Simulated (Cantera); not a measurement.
Input: 1 mol SiH₄, 180 mol H₂, equilibrated at 0.0240 bar.

Equilibrium computed with Cantera from the NASA thermochemical tables; the gas is ideal and each condensed phase is pure. Candidate condensed phases: Si; 9 gas species. Gases not in the tables: Si₂H₆ and higher silanes. Kinetics and transport are ignored.

log p: log10 of the partial pressure in bar; n: condensed amount in mol.

| T (K) | log p H₂ | log p H | log p Si | log p SiH₂ | n Si(s) | n Si(l) |
|---|---|---|---|---|---|---|
| 898 | -1.62 | -10.77 | <-13 | ___ | 1.000 | 0 |
| 998 | -1.62 | -9.48 | <-13 | ___ | 1.000 | 0 |
| 1098 | -1.62 | -8.42 | <-13 | ___ | 1.000 | 0 |
| 1198 | -1.62 | -7.53 | -11.89 | ___ | 1.000 | 0 |
| 1298 | -1.62 | -6.78 | -10.39 | ___ | 1.000 | 0 |
| 1398 | -1.62 | -6.13 | -9.11 | ___ | 1.000 | 0 |
| 1498 | -1.62 | -5.57 | -8.00 | ___ | 1.000 | 0 |
| 1598 | -1.62 | -5.08 | -7.03 | ___ | 0.998 | 0 |
| 1698 | -1.62 | -4.65 | -6.18 | ___ | 0 | 0.991 |
| 1798 | -1.62 | -4.26 | -5.51 | ___ | 0 | 0.967 |

Question: What belongs in the gaps?

Answer: 
- 898, log p SiH₂: -13.08
- 998, log p SiH₂: -11.67
- 1098, log p SiH₂: -10.52
- 1198, log p SiH₂: -9.56
- 1298, log p SiH₂: -8.75
- 1398, log p SiH₂: -8.06
- 1498, log p SiH₂: -7.46
- 1598, log p SiH₂: -6.93
- 1698, log p SiH₂: -6.48
- 1798, log p SiH₂: -6.15
